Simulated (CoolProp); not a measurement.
Hexamethyldisiloxane (MM) along the isobar 8.03 MPa: density (kg/m³) from the reference equation and from simpler models built on Tc = 245.6 °C, pc = 1.931 MPa, ω = 0.418; each cubic takes its own stable root.

Computed with CoolProp (reference Helmholtz-energy equation of state, Thol 2016).

```csv
T (°C),phase,reference
16.35,liquid,779.8
34.45,liquid,762.2
52.45,liquid,744.6
70.55,liquid,726.7
88.55,liquid,708.5
106.65,liquid,690.0
124.65,liquid,671.2
142.75,liquid,651.7
160.75,liquid,631.9
178.85,liquid,611.3
196.85,liquid,590.0
214.95,liquid,567.9
```

Task: How far does each simpler model (Soave-Redlich-Kwong, Peng-Robinson) lie from the reference over these 12 states: mean and median of the absolute difference, and the worst?

Result: 
- Soave-Redlich-Kwong: mean 5.2 %, median 5.0 %, worst -6.8 % at 16.35 °C and 8.03 MPa
- Peng-Robinson: mean 6.4 %, median 6.7 %, worst +7.4 % at 142.75 °C and 8.03 MPa
